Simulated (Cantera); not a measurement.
Charge: 1 mol CuO, a varied amount of C, 0.27 mol H₂, at 1223 K and 0.0100 bar.

Equilibrium computed with Cantera from the NASA thermochemical tables; the gas is ideal and each condensed phase is pure. Candidate condensed phases: C, C₆H₆, C₇H₈, C₈H₁₈, Cu, CuO, Cu(OH)₂, Cu₂O, H₂O; 113 gas species. Rates play no part.

### Question
Which condensed phases are stable at each of these points (n(C) (mol)): 0.71, 1.6, 2.5, 3.4, 4.2, 5.1, 6, 6.9, 7.8?

### Answer
```tsv
n(C) (mol)	condensed phases	Cu condensed (%)
0.71	Cu(s)	100.0
1.6	C(graphite) + Cu(s)	100.0
2.5	C(graphite) + Cu(s)	100.0
3.4	C(graphite) + Cu(s)	100.0
4.2	C(graphite) + Cu(s)	100.0
5.1	C(graphite) + Cu(s)	100.0
6	C(graphite) + Cu(s)	100.0
6.9	C(graphite) + Cu(s)	100.0
7.8	C(graphite) + Cu(s)	100.0
```

At 0.71 mol C the condensed part is Cu(s). From 1.6 mol C to 7.8 mol C the condensed part is C(graphite) + Cu(s).
